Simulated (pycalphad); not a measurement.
All values are pycalphad results on the COST 507 light-alloy database (1999) (1 atm), not direct measurements. The data set is of 1999 and partly superseded. Amounts are mole fractions of atoms.

### Question
Give the equilibrium state of Sn-38.65Si (wt.%) at 1327 °C.

### Answer
DIAMOND_A4, fraction 0.523, with >99.99 Si wt.%; LIQUID, fraction 0.477, with 15.0 Si wt.%.

### Question
Give the equilibrium state of Sn-38.65Si (wt.%) at 227 °C.

### Answer
DIAMOND_A4, fraction 0.727, with >99.99 Si wt.%; BCT_A5, fraction 0.273, with no Si wt.%.

DIAMOND_A4 is diamond (Si); BCT_A5 is bct (Sn). An entry "none" or "no" means that the model of the phase leaves that element out.
